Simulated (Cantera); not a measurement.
A freely propagating, adiabatic, planar premixed flame of H2 : O2 : N2 = 1 : 0.595 : 2.02 (molar parts), equivalence ratio 0.84, unburnt at 675 K and 2.10 bar; mixture-averaged transport, grid criteria slope 0.08 and curve 0.16, no radiation.

Model: the H2/O2 subset of GRI-Mech 3.0, which has no nitrogen chemistry, integrated in Cantera. The hydrogen kinetics of GRI-Mech 3.0 are dated; newer H2 mechanisms differ, most at raised pressure. Burning velocities carry a grid error of a few per cent, more on coarse grids.

Problem. What does this change do: 0.28 parts H2O added?

Solution. 
```json
[
 {"quantity": "laminar burning velocity", "before": "910 cm/s", "after": "761 cm/s"},
 {"quantity": "thermal thickness", "before": "0.180 mm", "after": "0.170 mm"},
 {"quantity": "peak x(O)", "before": "0.0156", "after": "0.0108"},
 {"quantity": "peak x(H)", "before": "0.0435", "after": "0.0311"},
 {"quantity": "peak x(OH)", "before": "0.0221", "after": "0.0189"}
]
```

Problem. What does this change do: N2 2.02 to 1.5 parts?

Solution. 
```tsv
quantity	before	after
laminar burning velocity	910 cm/s	1160 cm/s
thermal thickness	0.180 mm	0.163 mm
peak x(O)	0.0156	0.0215
peak x(H)	0.0435	0.0575
peak x(OH)	0.0221	0.0321
```
